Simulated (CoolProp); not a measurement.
Properties of CHF3 (R23) along the isotherm 169.2 K.

The numbers come from the reference Helmholtz-energy equation of state, Penoncello 2003 in CoolProp.

| p (kPa) | phase | Z | cp (kJ/(kg K)) | conductivity (mW/(m K)) |
|---|---|---|---|---|
| 4390 | liquid | 0.1424 | 1.202 | 160 |
| 8780 | liquid | 0.2833 | 1.195 | 162 |
| 13200 | liquid | 0.4239 | 1.189 | 164 |
| 17600 | liquid | 0.5625 | 1.184 | 166 |
| 22000 | liquid | 0.7001 | 1.179 | 168 |
| 26400 | liquid | 0.8366 | 1.175 | 170 |
| 30700 | liquid | 0.9690 | 1.171 | 171 |
| 35100 | liquid | 1.103 | 1.167 | 173 |
| 39500 | liquid | 1.237 | 1.164 | 175 |
| 43900 | liquid | 1.370 | 1.160 | 177 |
| 48300 | liquid | 1.502 | 1.157 | 178 |

Thermal conductivity comes from a separate model (Shan 2000).
